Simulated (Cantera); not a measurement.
**Ignition delay**

Mixture: CH₄ : H₂ : O₂ : N₂ = 1 : 0.046 : 1.35 : 5.07 (molar parts), equivalence ratio 1.5, at 1.00 atm, adiabatic and at constant volume. Ignition delay is the time to a rise of 400 K.

Detailed kinetics in Cantera: GRI-Mech 3.0 (53 species, 325 reactions). Below about 1000 K GRI-Mech 3.0 lacks low-temperature oxidation paths. Below about 950 K walls govern HO2 and H2O2 in real vessels.

| T0 (K) | delay (ms) |
|---|---|
| 850 | 3510 |
| 950 | 711 |
| 1050 | 219 |
| 1150 | 60.6 |
| 1250 | 16.9 |
| 1350 | 5.08 |
| 1450 | 1.69 |
| 1550 | 0.636 |
| 1650 | 0.276 |
| 1750 | 0.135 |

The apparent activation energy between 1550 and 1750 K comes out as 180 kJ/mol.
